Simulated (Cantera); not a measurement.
A perfectly stirred reactor is fed with C₃H₈ : O₂ : N₂ = 1 : 11.4 : 42.7 (molar parts), at 1600000 Pa; it is adiabatic with a 575 K inlet, and is followed from long to short residence time, starting on the burning branch (τ in s: 0.4, 0.098, 0.024, 0.0057, 0.0014, 0.00033, 8.1e-05, 1.9e-05, 4.7e-06).

Computed with Cantera and GRI-Mech 3.0 (53 species, 325 reactions). GRI-Mech 3.0 was tuned for natural gas; its chemistry of propane as a main component is partial and can be far from experiment. The pressure lies above the range GRI-Mech 3.0 was tuned for (to about 10 atm).

Question: What does this change do: pressure from 1600000 Pa to 42000 Pa?

Answer: 
```tsv
quantity	before	after
blow-out, bracketed by the residence times tried	burning at 1.40 ms, out at 0.330 ms	burning at 1.40 ms, out at 0.330 ms
x(C₃H₈) at τ = 0.400 s	2.42e-7	8.14e-7
x(O₂) at τ = 0.400 s	0.114	0.114
x(CH₂CO) at τ = 0.400 s	5.52e-7	1.56e-6
x(CO) at τ = 0.400 s	3.30e-5	0.000246
x(CH₃) at τ = 0.400 s	1.20e-7	5.57e-7
x(C₃H₈) at τ = 1.40 ms	3.44e-5	3.73e-5
x(O₂) at τ = 1.40 ms	0.117	0.118
x(CH₂CO) at τ = 1.40 ms	6.81e-5	3.51e-5
x(CO) at τ = 1.40 ms	0.00407	0.00996
x(CH₃) at τ = 1.40 ms	1.37e-5	1.80e-5
```

Question: What does this change do: N2 42.7 to 55 parts?

Answer: 
```tsv
quantity	before	after
blow-out, bracketed by the residence times tried	burning at 1.40 ms, out at 0.330 ms	burning at 5.70 ms, out at 1.40 ms
x(C₃H₈) at τ = 0.400 s	2.42e-7	1.03e-6
x(O₂) at τ = 0.400 s	0.114	0.0936
x(CH₂CO) at τ = 0.400 s	5.52e-7	1.86e-6
x(CO) at τ = 0.400 s	3.30e-5	0.000103
x(CH₃) at τ = 0.400 s	1.20e-7	2.78e-7
x(C₃H₈) at τ = 1.40 ms	3.44e-5	0.0148
x(O₂) at τ = 1.40 ms	0.117	0.169
x(CH₂CO) at τ = 1.40 ms	6.81e-5	<1e-12
x(CO) at τ = 1.40 ms	0.00407	<1e-12
x(CH₃) at τ = 1.40 ms	1.37e-5	<1e-12
```
